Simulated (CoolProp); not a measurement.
Values from CoolProp's reference Helmholtz-energy equation of state, Gao 2022.

Task: Give the vapour pressure (MPa), liquid density (kg/m³), vapour density (kg/m³), liquid cp (kJ/(kg K)) of saturated n-perfluorohexane at 360, 364.5 K.

Result: 
```csv
T (K),p (MPa),liquid density (kg/m³),vapour density (kg/m³),liquid cp (kJ/(kg K))
360,0.251,1480,32.3,1.15
364.5,0.284,1460,36.5,1.16
```
